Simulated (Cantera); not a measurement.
Feed: 1 mol TiO₂, 1.3 mol C, 2.4 mol H₂, held at 370 Pa.

Equilibrium computed with Cantera from the NASA thermochemical tables; the gas is ideal and each condensed phase is pure. Candidate condensed phases: C, C₆H₆, C₇H₈, C₈H₁₈, H₂O, Ti, TiC, TiO, TiO₂, Ti₂O₃, Ti₃O₅, Ti₄O₇; 113 gas species. Mutual solubility and eutectic melting of coexisting phases are not modelled. TiC, TiO: taken at fixed stoichiometry. Condensed phases not in the tables: solid solutions among these carbides, nitrides and lower oxides. Kinetics and transport are ignored.

x: gas mole fraction; n: condensed amount in mol.

| T (K) | x H₂ | x CO | x H | x Ti | x TiO | n TiC(s) | n Ti₂O₃(s) | n TiO(s) | n TiO(l) |
|---|---|---|---|---|---|---|---|---|---|
| 1673 | 0.709 | 0.290 | 0.00158 | 1.01e-8 | 2.10e-7 | 0.320 | 0.340 | 0 | 0 |
| 1748 | 0.699 | 0.298 | 0.00314 | 1.17e-7 | 1.53e-6 | 0.278 | 0.257 | 0.209 | 0 |
| 1823 | 0.671 | 0.323 | 0.00584 | 9.50e-7 | 7.45e-6 | 0.150 | 0 | 0.850 | 0 |
| 1898 | 0.667 | 0.322 | 0.0105 | 6.78e-6 | 3.19e-5 | 0.150 | 0 | 0.850 | 0 |
| 1973 | 0.661 | 0.321 | 0.0180 | 4.16e-5 | 0.000121 | 0.150 | 0 | 0.849 | 0 |
| 2048 | 0.651 | 0.319 | ___ | ___ | ___ | 0.150 | 0 | 0 | 0.848 |
| 2123 | 0.635 | 0.316 | 0.0470 | 0.000996 | 0.00116 | 0.148 | 0 | 0 | 0.844 |
| 2198 | 0.610 | 0.311 | 0.0715 | 0.00408 | 0.00307 | 0.142 | 0 | 0 | 0.831 |
| 2273 | 0.568 | 0.305 | ___ | ___ | ___ | ___ | 0 | 0 | 0.791 |
| 2348 | 0.491 | 0.296 | 0.142 | 0.0525 | 0.0178 | 0.0381 | 0 | 0 | 0.662 |
| 2423 | 0.424 | 0.281 | 0.190 | 0.0650 | 0.0393 | 0 | 0 | 0 | 0.518 |

Task: Complete the blanks.

Result: 
- 2273, x H: 0.104
- 2273, x Ti: 0.0152
- 2273, x TiO: 0.00763
- 2273, n TiC(s): 0.121
- 2048, x H: 0.0297
- 2048, x Ti: 0.000219
- 2048, x TiO: 0.000403
